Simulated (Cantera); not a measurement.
An adiabatic, constant-pressure homogeneous reactor starts with 30.9 % H₂, 17.3 % O₂, 51.8 % N₂, at 1625 K and 0.987 atm.

Detailed kinetics in Cantera: the H2/O2 subset of GRI-Mech 3.0, which has no nitrogen chemistry.

x: mole fraction; the columns are a selection and need not sum to one.

```csv
t (s),T (K),x H₂,x O₂,x H₂O₂,x H₂O,x H,x OH,x HO₂
1.00e-5,1872,0.0617,0.0519,1.23e-6,0.181,0.115,0.0267,2.46e-5
2.09e-5,2239,0.0630,0.0443,4.46e-7,0.202,0.0795,0.0375,1.37e-5
4.36e-5,2567,0.0597,0.0387,3.16e-7,0.224,0.0525,0.0439,9.63e-6
9.11e-5,2834,0.0530,0.0342,?,0.247,?,0.0456,?
0.000190,2924,0.0498,0.0325,7.03e-7,0.255,0.0284,0.0453,1.45e-5
0.000397,2927,0.0497,0.0325,7.13e-7,0.256,0.0282,0.0453,1.46e-5
0.000829,2927,0.0497,0.0325,7.13e-7,0.256,0.0282,0.0453,1.46e-5
0.00173,2927,0.0497,0.0325,7.13e-7,0.256,0.0282,0.0453,1.46e-5
0.00362,2927,0.0497,0.0325,7.13e-7,0.256,0.0282,0.0453,1.46e-5
0.00755,2927,0.0497,0.0325,7.13e-7,0.256,0.0282,0.0453,1.46e-5
0.0158,2927,0.0497,0.0325,7.13e-7,0.256,0.0282,0.0453,1.46e-5
0.0329,2927,0.0497,0.0325,7.13e-7,0.256,0.0282,0.0453,1.46e-5
0.0688,2927,0.0497,0.0325,7.13e-7,0.256,0.0282,0.0453,1.46e-5
0.144,2927,0.0497,0.0325,7.13e-7,0.256,0.0282,0.0453,1.46e-5
0.300,2927,0.0497,0.0325,7.13e-7,0.256,0.0282,0.0453,1.46e-5
```

Q: Complete the blanks.

A: 
- 9.11e-5, x H₂O₂: 5.05e-7
- 9.11e-5, x H: 0.0339
- 9.11e-5, x HO₂: 1.21e-5
